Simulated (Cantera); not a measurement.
Thermodynamics of silicon etching in halogen gases, feed Si + NF3

Input: 1 mol Si, 3.7 mol NF3, at 950 K and 0.0100 bar.

Cantera equilibrium calculation (NASA polynomials, part measured and part estimated; ideal gas, pure solids and liquids). Candidate condensed phases: Si, Si3N4; 16 gas species. Rates play no part.

```
Quantity                              Value
--------------------------------  ---------
x(F)                                  0.321
x(F2)                                 0.304
x(N2)                                 0.242
x(SiF4)                               0.131
x(NF3)                             0.000763
gas amount                        7.618 mol
log10 activity of Si(s) (absent)     -79.15
```
